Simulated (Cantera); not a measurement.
Input: 1 mol C2H6, 0.15 mol O2, 13 mol H2, held at 2700 K.

Method: chemical equilibrium by Gibbs-energy minimisation in Cantera with the NASA 1993 tables (ideal gas, pure condensed phases). Candidate condensed phases: C, C6H6, C7H8, C8H18, H2O; 110 gas species. Equilibrium is a limit: real reactors are often held back by kinetics, nucleation or transport.

### Question
At 27000 Pa, list the 7 most abundant gas species with their mole fractions, and the condensed phases.

### Answer
H2 0.860, H 0.101, C2H2 (acetylene) 0.0203, CO 0.0175, C2H 0.000254, C4H2 0.000199, CH3 4.50e-5. Condensed: C(graphite).
